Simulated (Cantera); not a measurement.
Feed: 1 mol SiF4, 19 mol N2O, 17 mol N2, equilibrated at 600 Pa.

Equilibrium computed with Cantera from the NASA thermochemical tables; the gas is ideal and each condensed phase is pure. Candidate condensed phases: Si, SiO2, Si2N2O, Si3N4; 28 gas species. The tables' values for SiF3 are old estimates; treat these amounts as uncertain. The tables hold silica as quartz up to 1696 K and as liquid above; real silica turns to tridymite and cristobalite and melts near 1996 K. Rates play no part.

x: gas mole fraction; n: condensed amount in mol.

| T (K) | x N2 | x O2 | x SiF4 | x NO | n SiO2(β-quartz) | n SiO2(condensed) |
|---|---|---|---|---|---|---|
| 1148 | 0.774 | 0.204 | 0.0215 | ? | 0 | 0 |
| 1223 | 0.774 | 0.204 | 0.0215 | ? | 0 | 0 |
| 1298 | 0.774 | 0.204 | 0.0215 | ? | 0 | 0 |
| 1373 | 0.774 | 0.204 | 0.0215 | ? | 0 | 0 |
| 1448 | 0.774 | 0.204 | 0.0215 | ? | 0 | 0 |
| 1523 | 0.774 | 0.204 | 0.0215 | ? | 0 | 0 |
| 1598 | 0.773 | 0.203 | 0.0215 | ? | 0 | 0 |
| 1673 | 0.773 | 0.203 | 0.0215 | ? | 0.000192 | 0 |
| 1748 | 0.772 | 0.202 | 0.0215 | ? | 0 | 0.000390 |

### Question
What belongs in the gaps?

### Answer

- 1148, x NO: 0.000126
- 1223, x NO: 0.000227
- 1298, x NO: 0.000382
- 1373, x NO: 0.000606
- 1448, x NO: 0.000918
- 1523, x NO: 0.00133
- 1598, x NO: 0.00187
- 1673, x NO: 0.00254
- 1748, x NO: 0.00337
